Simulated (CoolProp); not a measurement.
A simple Rankine cycle with the fluoroketone C6F12O (FK-5-1-12): condensing at 297.15 K, boiler at 1.49 MPa, turbine inlet 444.6 K, turbine efficiency 0.85, pump efficiency 0.7, no recuperator. Each further row changes one setting.

Model: reference Helmholtz-energy equation of state, McLinden 2015, in CoolProp.

```
case                             thermal efficiency (%)  net work (kJ/kg)  heat in (kJ/kg)  turbine exit temperature (K)  volume ratio over the turbine
-------------------------------  ----------------------  ----------------  ---------------  ----------------------------  -----------------------------
as stated                                          13.6              29.2              215                         396.6                           52.7
turbine inlet 464.6 K                              13.2              31.5              238                         418.8                           47.2
condensing temperature 289.15 K                     ___              32.2              224                           ___                           74.6
boiler pressure 1.04 MPa                            ___              27.9              222                         405.5                           31.1
turbine efficiency 0.75                            11.9              25.6              215                         400.3                           53.3
```

Task: Complete the blanks.

Result: 
- condensing temperature 289.15 K, thermal efficiency (%): 14.4
- condensing temperature 289.15 K, turbine exit temperature (K): 393.3
- boiler pressure 1.04 MPa, thermal efficiency (%): 12.6
